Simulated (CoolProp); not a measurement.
R365MFC at 392.78 K and 0.165 MPa is compressed adiabatically to 0.56 MPa with isentropic efficiency 0.85. Each further row changes one setting.

Model: reference Helmholtz-energy equation of state, Lemmon 2016, in CoolProp.

| case | work (kJ/kg) | final temperature (K) | final density (kg/m³) |
|---|---|---|---|
| as stated | 30.9 | 422.9 | 25.8 |
| efficiency 1 | 26.3 | 419.2 | 26.1 |
| efficiency 0.65 | 40.4 | 430.4 | 25.2 |
